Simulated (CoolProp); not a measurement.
C2F6 (R116) at 274.68 K and 0.371 MPa is compressed adiabatically to 2.28 MPa with isentropic efficiency 0.9. Each further row changes one setting.

Values from CoolProp's reference Helmholtz-energy equation of state, Lemmon 2006. It is a short technical equation, of lower accuracy than the large ones.

| case | work (kJ/kg) | final temperature (K) | final density (kg/m³) |
|---|---|---|---|
| as stated | 32.3 | 330.1 | 140 |
| efficiency 1 | 29.1 | 326.7 | 143 |
| efficiency 0.65 | 44.8 | 343.4 | 130 |
